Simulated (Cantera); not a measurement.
# Gas-phase reforming

An isothermal, constant-pressure homogeneous reactor starts with 49.0 % CH₄, 44.6 % H₂O, 6.37 % H₂, at 2150 K and 7500 Torr.

Cantera simulation using GRI-Mech 3.0 (53 species, 325 reactions); the numbers are that mechanism's predictions, not measurements.

```
t (s)       x CH₄     x H₂O   x H₂     x CO₂   x CH₂CO       x H
--------  -------  --------  -----  --------  --------  --------
5.00e-5    0.0668     0.297  0.486  0.000820  0.000158  0.000918
0.000168   0.0317     0.250  0.548   0.00291  0.000129   0.00101
0.000561   0.0220     0.179  0.609   0.00500   7.14e-5   0.00107
0.00188    0.0149    0.0964  0.675   0.00426   2.47e-5   0.00111
0.00630   0.00867    0.0369  0.724   0.00201   5.96e-6   0.00115
0.0211    0.00527   0.00856  0.747  0.000503   1.62e-6   0.00116
0.0707    0.00421  0.000510  0.754   3.06e-5   9.34e-7   0.00117
0.237     0.00415   4.54e-5  0.754   2.73e-6   9.01e-7   0.00117
0.794     0.00415   4.54e-5  0.754   2.72e-6   9.01e-7   0.00117
2.66      0.00415   4.54e-5  0.754   2.72e-6   9.01e-7   0.00117
8.91      0.00415   4.54e-5  0.754   2.72e-6   9.01e-7   0.00117
29.8      0.00415   4.54e-5  0.754   2.72e-6   9.01e-7   0.00117
100       0.00415   4.54e-5  0.754   2.72e-6   9.01e-7   0.00117
```
x: mole fraction; the columns are a selection and need not sum to one.

Equilibrium at this temperature and pressure: CH₄ 0.00415, H₂O 4.65e-5, H₂ 0.754, CO₂ 2.79e-6, CH₂CO 9.02e-7, H 0.00117 (gas phase only).
